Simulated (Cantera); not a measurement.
A freely propagating, adiabatic, planar premixed flame of 51.6 % H2, 10.7 % O2, 37.6 % N2, equivalence ratio 2.4, unburnt at 700 K and 1.40 bar; multicomponent transport, grid criteria slope 0.08 and curve 0.16, no radiation.

Cantera simulation using the H2/O2 subset of GRI-Mech 3.0, which has no nitrogen chemistry; the numbers are that mechanism's predictions, not measurements. Burning velocities carry a grid error of a few per cent, more on coarse grids.

Q: Predict: laminar burning velocity; thermal thickness; peak x(O); peak x(H); peak x(H2O2).

A: 
```json
{
 "laminar_burning_velocity": "1190 cm/s",
 "thermal_thickness": "0.323 mm",
 "peak x(O)": "0.00323",
 "peak x(H)": "0.0933",
 "peak x(H2O2)": "4.79e-6"
}
```
